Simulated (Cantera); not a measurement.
## Adiabatic ignition

An adiabatic, constant-volume homogeneous reactor starts with 23.7 % H₂, 16.0 % O₂, 60.2 % N₂, equivalence ratio 0.74, at 1225 K and 0.360 bar.

Cantera simulation using GRI-Mech 3.0 (53 species, 325 reactions); the numbers are that mechanism's predictions, not measurements.

| t (s) | T (K) | P (bar) | x H₂ | x O₂ | x N₂O | x H₂O₂ | x O | x NO |
|---|---|---|---|---|---|---|---|---|
| 3.00e-6 | 1225 | 0.360 | 0.237 | 0.160 | <1e-12 | 4.36e-12 | 4.95e-10 | <1e-12 |
| 9.90e-6 | 1225 | 0.360 | 0.237 | 0.160 | <1e-12 | 4.83e-11 | 4.20e-9 | <1e-12 |
| 3.27e-5 | 1225 | 0.360 | 0.237 | 0.160 | <1e-12 | 7.29e-10 | 2.00e-7 | <1e-12 |
| 0.000108 | 1465 | 0.427 | 0.0640 | 0.0817 | 1.45e-8 | 2.03e-6 | 0.0221 | 1.27e-6 |
| 0.000356 | 2650 | 0.714 | 0.0248 | 0.0467 | 2.97e-7 | 2.95e-7 | 0.0136 | 0.000485 |
| 0.00117 | 2744 | 0.735 | 0.0214 | 0.0439 | 5.02e-7 | 4.44e-7 | 0.0107 | 0.00460 |
| 0.00387 | 2737 | 0.732 | 0.0215 | 0.0411 | 5.60e-7 | 4.25e-7 | 0.0101 | 0.0115 |
| 0.0128 | 2735 | 0.732 | 0.0216 | 0.0403 | 5.86e-7 | 4.20e-7 | 0.00987 | 0.0134 |
| 0.0422 | 2735 | 0.732 | 0.0216 | 0.0403 | 5.86e-7 | 4.20e-7 | 0.00987 | 0.0134 |
| 0.139 | 2735 | 0.732 | 0.0216 | 0.0403 | 5.86e-7 | 4.20e-7 | 0.00987 | 0.0134 |
| 0.459 | 2735 | 0.732 | 0.0216 | 0.0403 | 5.86e-7 | 4.20e-7 | 0.00987 | 0.0134 |
| 1.52 | 2735 | 0.732 | 0.0216 | 0.0403 | 5.86e-7 | 4.20e-7 | 0.00987 | 0.0134 |
| 5.00 | 2735 | 0.732 | 0.0216 | 0.0403 | 5.86e-7 | 4.20e-7 | 0.00987 | 0.0134 |
x: mole fraction; the columns are a selection and need not sum to one.

| Property | Value |
|---|---|
| time of steepest temperature rise | 0.107 ms |
| temperature at 5.00 s | 2735 K |
| equilibrium temperature | 2735 K |
| x(H₂) at 5.00 s | 0.0216 (gas-phase equilibrium 0.0216) |
| x(O₂) at 5.00 s | 0.0403 (gas-phase equilibrium 0.0403) |
| x(N₂O) at 5.00 s | 5.86e-7 (gas-phase equilibrium 5.86e-7) |
